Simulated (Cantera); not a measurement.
What does this Cantera script print?

```python
import numpy as np
import cantera as ct

gas = ct.Solution("gri30.yaml")
gas.TP = 300, 100000
flame = ct.CounterflowDiffusionFlame(gas, width=0.02)
flame.fuel_inlet.X, flame.fuel_inlet.T = {'CH4': 1, 'CO': 1.5}, 475
flame.oxidizer_inlet.X, flame.oxidizer_inlet.T = {'O2': 0.2, 'N2': 0.8}, 475
flame.set_refine_criteria(ratio=3, slope=0.12, curve=0.24, prune=0.03)
show = ['OH', 'H', 'NO', 'CO', 'C2H2']

rows = []
print(f"{'mdot':>8s}{'a_max':>10s}{'a_mean':>10s}{'Tmax/K':>9s}" + "".join(f"{s:>11s}" for s in show) + "   (peak mole fractions)")
for i, mdot in enumerate([0.25, 0.34, 0.46, 0.63, 0.86, 1.2, 1.6]):  # kg/m2/s on the oxidiser side
    flame.oxidizer_inlet.mdot, flame.fuel_inlet.mdot = mdot, 0.73 * mdot
    flame.solve(loglevel=0, auto=(i == 0))
    if flame.T.max() < max(475, 475) + 100:
        print(f"{mdot:8.3g}  no burning solution found from the previous one")
        break
    dT = np.abs(np.gradient(flame.T, flame.grid))
    rows.append([flame.strain_rate("max"), flame.strain_rate("mean"), flame.T.max(),
                 *(flame.X[gas.species_index(s)].max() for s in show), max(dT[0], dT[-1]) / dT.max()])
    print(f"{mdot:8.3g}{rows[-1][0]:10.1f}{rows[-1][1]:10.1f}{rows[-1][2]:9.1f}" + "".join(f"{x:11.3e}" for x in rows[-1][3:-1]))
```

Output:

```
    mdot     a_max    a_mean   Tmax/K         OH          H         NO         CO       C2H2   (peak mole fractions)
    0.25     147.9      32.7   2084.0  6.712e-03  3.892e-03  2.358e-04  6.000e-01  7.703e-03
    0.34     194.5      44.4   2069.8  6.721e-03  4.136e-03  2.213e-04  6.000e-01  7.273e-03
    0.46     255.7      60.1   2055.0  6.693e-03  4.370e-03  2.053e-04  6.000e-01  6.906e-03
    0.63     341.2      82.3   2039.5  6.651e-03  4.620e-03  1.873e-04  6.000e-01  6.579e-03
    0.86     455.6     112.3   2023.8  6.580e-03  4.859e-03  1.678e-04  6.000e-01  6.289e-03
     1.2     622.2     156.7   2004.8  6.446e-03  5.090e-03  1.446e-04  6.000e-01  5.913e-03
     1.6     815.2     209.0   1985.9  6.267e-03  5.243e-03  1.228e-04  6.000e-01  5.521e-03
```

Model: GRI-Mech 3.0 (53 species, 325 reactions), integrated in Cantera. GRI-Mech 3.0 has no aromatics or soot, which form on the fuel side of real flames. The maximum strain rate includes the flame's own expansion and is several times the mean.
